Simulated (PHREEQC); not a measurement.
Dissolve 0.014 mol/kgw Fe2(SO4)3 and 0.0054 mol/kgw K2CO3 at 25 °C. Closed to the air; pH follows from the charge balance.

All values are PHREEQC results (ion-association model, phreeqc.dat), not measurements.

```yaml
pH: 3.12
ionic_strength: 0.0959 mol/kgw
total_alkalinity: -45.2 meq/kg
```

```tsv
species	molality	activity	log γ
SO4-2	0.0214	0.00810	-0.423
FeSO4+	0.0142	0.0111	-0.105
K+	0.0102	0.00785	-0.115
CO2	0.00539	0.00551	0.010
FeOH+2	0.00282	0.00107	-0.419
Fe(SO4)2-	0.00252	0.00197	-0.106
```

No solid was allowed to form. The solution is supersaturated, for example in Jarosite-K, Fe(OH)3(a), so a real one may precipitate; this is no full list. Complexes and solids missing from the database can't appear.
